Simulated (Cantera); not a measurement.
A perfectly stirred reactor is fed with H₂ : O₂ : N₂ = 0.041 : 1 : 4.3 (molar parts), equivalence ratio 0.021, at 20.0 Torr; it is held at 1200 K, and followed from long to short residence time.

Model: the H2/O2 subset of GRI-Mech 3.0, which has no nitrogen chemistry, integrated in Cantera. Radical loss at walls, strong at low pressure, is not modelled.

### Question
Predict: x(H₂) at τ = 17.0 s; x(O₂) at τ = 17.0 s; x(H₂O) at τ = 17.0 s; x(H) at τ = 17.0 s; x(O) at τ = 17.0 s; x(H₂) at τ = 0.380 s; x(O₂) at τ = 0.380 s; x(H₂O) at τ = 0.380 s; x(H) at τ = 0.380 s; x(O) at τ = 0.380 s.

### Answer
```json
{
  "x(H₂) at τ = 17.0 s": "8.95e-6",
  "x(O₂) at τ = 17.0 s": "0.184",
  "x(H₂O) at τ = 17.0 s": "0.00765",
  "x(H) at τ = 17.0 s": "3.98e-6",
  "x(O) at τ = 17.0 s": "0.000130",
  "x(H₂) at τ = 0.380 s": "8.32e-5",
  "x(O₂) at τ = 0.380 s": "0.183",
  "x(H₂O) at τ = 0.380 s": "0.00739",
  "x(H) at τ = 0.380 s": "0.000141",
  "x(O) at τ = 0.380 s": "0.00134"
}
```
